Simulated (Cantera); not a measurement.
# Chlorosilane synthesis and conversion: SiCl₄ + Cl₂ + H₂

Feed: 1 mol SiCl₄, 1.7 mol Cl₂, 11 mol H₂, equilibrated at 1000 K and 1.70 bar.

Equilibrium computed with Cantera from the NASA thermochemical tables; the gas is ideal and each condensed phase is pure. Candidate condensed phases: Si; 19 gas species. The tables' values for SiCl₃ are old estimates; treat these amounts as uncertain. Equilibrium is a limit: real reactors are often held back by kinetics, nucleation or transport.

The x(H₂) is 0.677 and the x(HCl) comes out as 0.250. The x(SiCl₄) comes out as 0.0716. The x(SiHCl₃) comes out as 0.00137, the x(SiCl₃) is 2.22e-5 and the x(SiH₂Cl₂) is 2.83e-6. The gas amount is 13.70 mol and the log10 activity of Si(s) (absent) is -5.97.
